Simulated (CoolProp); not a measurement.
A single-stage vapour-compression cycle with R13: evaporating at 219.15 K (dew point), condensing at 280.15 K (bubble point), superheat 10 K, subcooling 2 K, compressor efficiency 0.6, no pressure losses. Each further row changes one setting.

The numbers come from the reference Helmholtz-energy equation of state, Platzer 1990 in CoolProp. This equation is an older, rougher fit; its heat capacities, sound speeds and derivatives of the liquid may be far off and weren't checked against measurements.

```json
[
 {"case": "as stated", "cooling COP": "1.36", "pressure ratio": "6.55", "discharge temperature (K)": "336.4", "refrigerating effect (kJ/kg)": "77.2", "volumetric capacity (kJ/m³)": "1650"},
 {"case": "evaporating temperature 224.15 K", "cooling COP": "1.56", "pressure ratio": "5.39", "discharge temperature (K)": "331.1", "refrigerating effect (kJ/kg)": "79.1", "volumetric capacity (kJ/m³)": "2040"},
 {"case": "condensing temperature 275.15 K", "cooling COP": "1.58", "pressure ratio": "5.79", "discharge temperature (K)": "328.9", "refrigerating effect (kJ/kg)": "83.5", "volumetric capacity (kJ/m³)": "1790"},
 {"case": "subcooling 7 K", "cooling COP": "1.47", "pressure ratio": "6.55", "discharge temperature (K)": "336.4", "refrigerating effect (kJ/kg)": "83.7", "volumetric capacity (kJ/m³)": "1790"},
 {"case": "superheat 20 K", "cooling COP": "1.38", "pressure ratio": "6.55", "discharge temperature (K)": "348.4", "refrigerating effect (kJ/kg)": "83.3", "volumetric capacity (kJ/m³)": "1690"},
 {"case": "compressor efficiency 0.5", "cooling COP": "1.13", "pressure ratio": "6.55", "discharge temperature (K)": "350.6", "refrigerating effect (kJ/kg)": "77.2", "volumetric capacity (kJ/m³)": "1650"}
]
```
